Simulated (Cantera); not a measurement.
## Premixed flame

A freely propagating, adiabatic, planar premixed flame of 4.42 % C₃H₈, 20.1 % O₂, 75.5 % N₂, equivalence ratio 1.1, unburnt at 300 K and 17000 Pa; mixture-averaged transport, grid criteria slope 0.08 and curve 0.16, no radiation.

Computed with Cantera and GRI-Mech 3.0 (53 species, 325 reactions). GRI-Mech 3.0 was tuned for natural gas; its chemistry of propane as a main component is partial and can be far from experiment. Burning velocities carry a grid error of a few per cent, more on coarse grids.

```
z (mm)  T (K)  u (m/s)    x C₃H₈    x O₂    x HCN     x NO      x OH    x NO₂
------  -----  -------  --------  ------  -------  -------  --------  -------
-4.62     300    0.680    0.0441   0.201    <1e-8    <1e-8     <1e-8    <1e-8
-3.08     300    0.681    0.0441   0.200    <1e-8    <1e-8     <1e-8    <1e-8
-2.31     303    0.688    0.0440   0.200    <1e-8    <1e-8     <1e-8    <1e-8
-1.54     335    0.769    0.0436   0.196  1.89e-8  5.45e-8   3.58e-7  1.58e-8
-0.769    735     1.74    0.0343   0.161  6.01e-7  1.15e-6   2.55e-5  1.93e-8
-0.385   1186     2.91    0.0130   0.116  1.80e-6  2.99e-6  0.000338  1.03e-8
0        1597     4.02  0.000561  0.0663  3.76e-6  6.41e-6   0.00217    <1e-8
0.385    1777     4.49   1.26e-6  0.0370  4.10e-6  1.13e-5   0.00523    <1e-8
0.769    1820     4.59     <1e-8  0.0246  2.39e-6  1.50e-5   0.00715    <1e-8
1.54     1846     4.63     <1e-8  0.0175  5.11e-7  1.81e-5   0.00813    <1e-8
3.08     1872     4.67     <1e-8  0.0150  3.41e-8  2.03e-5   0.00832    <1e-8
6.16     1904     4.74     <1e-8  0.0137    <1e-8  2.35e-5   0.00831    <1e-8
12.3     1952     4.84     <1e-8  0.0124    <1e-8  2.93e-5   0.00815    <1e-8
```
x: mole fraction of selected species; z is measured from the peak of heat release.

- laminar burning velocity = 67.9 cm/s
- thermal thickness = 1.54 mm
- peak x(HCN) = 4.36e-6
- peak x(OH) = 0.00833
- grid points = 154
